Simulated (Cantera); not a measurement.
A freely propagating, adiabatic, planar premixed flame of CH4 : H2 : O2 : N2 = 1 : 0.54 : 2.06 : 7.76 (molar parts), unburnt at 625 K and 100000 Pa; mixture-averaged transport, grid criteria slope 0.08 and curve 0.16, no radiation.

Computed with Cantera and GRI-Mech 3.0 (53 species, 325 reactions). Burning velocities carry a grid error of a few per cent, more on coarse grids.

Task: How do the results move with these cheaper or finer settings: unity-Lewis-number transport; multicomponent transport; multicomponent+Soret transport; grid criteria slope 0.5, curve 1; grid criteria slope 0.25, curve 0.5; grid criteria slope 0.03, curve 0.06?

Result: 
```tsv
setting	laminar burning velocity	thermal thickness	peak x(C2H)	peak x(O)	grid points
as above	189 cm/s	0.282 mm	6.33e-7	0.00473	155
unity-Lewis-number transport	131 cm/s	0.328 mm	4.60e-7	0.00527	136
multicomponent transport	189 cm/s	0.285 mm	6.39e-7	0.00473	155
multicomponent+Soret transport	186 cm/s	0.284 mm	5.93e-7	0.00480	156
grid criteria slope 0.5, curve 1	206 cm/s	0.323 mm	6.02e-7	0.00498	42
grid criteria slope 0.25, curve 0.5	196 cm/s	0.298 mm	6.18e-7	0.00483	63
grid criteria slope 0.03, curve 0.06	187 cm/s	0.279 mm	6.34e-7	0.00467	373
```
The base run took about 10 core-seconds (a rough figure).
Unity Lewis numbers drop preferential diffusion, which matters most where H2 and H carry the flame; Soret adds thermal diffusion.
